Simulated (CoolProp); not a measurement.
Aqueous ammonia as a coolant, 9 % by mass, freezing at -11.9 °C, 1 atm.

Computed with CoolProp (Melinder's fits for secondary coolants).

```csv
T (°C),cp (kJ/(kg K)),viscosity (mPa s),conductivity (W/(m K)),Prandtl number
-8.6,4.231,2.72,0.486,(withheld)
-2.8,4.222,2.17,(withheld),18.4
2.9,4.212,1.80,(withheld),14.9
8.7,4.204,1.52,0.517,12.3
14.4,4.197,1.30,0.527,10.4
20.1,4.193,1.13,0.536,8.81
25.9,4.191,0.970,0.547,(withheld)
```

Some entries are withheld; supply them.


- -8.6, Prandtl number: 23.7
- -2.8, conductivity (W/(m K)): 0.497
- 2.9, conductivity (W/(m K)): 0.508
- 25.9, Prandtl number: 7.44
